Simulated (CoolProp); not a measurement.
Vapour-liquid equilibrium of benzene (1) + ethanol (2) at 320.1 K; x and y are mole fractions of (1).

The numbers come from the multi-fluid Helmholtz-energy mixture model, Thol 2012 and Schroeder 2014; pair parameters Bell 2016 in CoolProp.

Question: Give the bubble pressure and the first vapour's composition at x = 0.25, 0.35, 0.75. Is there an azeotrope?

Answer: x = 0.25: 0.04215 MPa, y = 0.518; x = 0.35: 0.04438 MPa, y = 0.568; x = 0.75: 0.04500 MPa, y = 0.618. y crosses x between x = 0.55 and 0.65: the model has an azeotrope there.

The pair parameters rest on a limited set of measurements; away from them the model extrapolates. With so large a gap from Raoult's law the liquid may split in two, which this calculation doesn't test in full.
